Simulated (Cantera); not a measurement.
Input: 1 mol BCl₃, a varied amount of H₂O, equilibrated at 1023.15 K and 11.0 Pa.

Method: chemical equilibrium by Gibbs-energy minimisation in Cantera with the NASA 1993 tables (ideal gas, pure condensed phases). Candidate condensed phases: B, B₂O₃, B₃O₃H₃, H₂O; 33 gas species. Kinetics and transport are ignored.

Task: At 2.6 mol H₂O, list the 5 most abundant gas species with their mole fractions, and the condensed phases.

Result: HCl 0.731, H₂O 0.267, HBO₂ 0.00207, Cl 5.15e-5, (HBO₂)₃ 3.59e-5. Condensed: B₂O₃(l).
